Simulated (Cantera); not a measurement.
A freely propagating, adiabatic, planar premixed flame of 7.72 % CH₄, 17.1 % O₂, 70.3 % N₂, 4.86 % H₂O, equivalence ratio 0.90, unburnt at 650 K and 5.00 bar; multicomponent+Soret transport, grid criteria slope 0.08 and curve 0.16, no radiation.

Computed with Cantera and GRI-Mech 3.0 (53 species, 325 reactions). Burning velocities carry a grid error of a few per cent, more on coarse grids.

Task: Predict: laminar burning velocity; thermal thickness; peak x(C₂H₆); peak x(OH).

Result: 
```
Quantity                     Result
------------------------  ---------
laminar burning velocity  54.3 cm/s
thermal thickness          0.137 mm
peak x(C₂H₆)               0.000647
peak x(OH)                  0.00592
```
